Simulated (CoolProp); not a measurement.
A closed Brayton cycle with carbon dioxide: compressor inlet 306.15 K and 8.5 MPa, high pressure 17.4 MPa, turbine inlet 965 K, compressor efficiency 0.8, turbine efficiency 0.9, recuperator effectiveness 0.9 (on enthalpy, no pinch check). Each further row changes one setting.

Model: reference Helmholtz-energy equation of state, Span 1996, in CoolProp.

| case | thermal efficiency (%) | net work (kJ/kg) | compressor to turbine work | compressor exit (K) | turbine exit (K) |
|---|---|---|---|---|---|
| as stated | 32.6 | 98.0 | 0.14 | 324.8 | 869.4 |
| turbine inlet 915 K | 31.7 | 91.8 | 0.15 | 324.8 | 822.7 |
| compressor inlet 316.15 K | 33.5 | 84.3 | 0.26 | 366.9 | 869.4 |
| high pressure 14.8 MPa | 28.8 | 77.8 | 0.13 | 320.1 | 890.5 |
| recuperator effectiveness 0.5 | 17.2 | 98.0 | 0.14 | 324.8 | 869.4 |
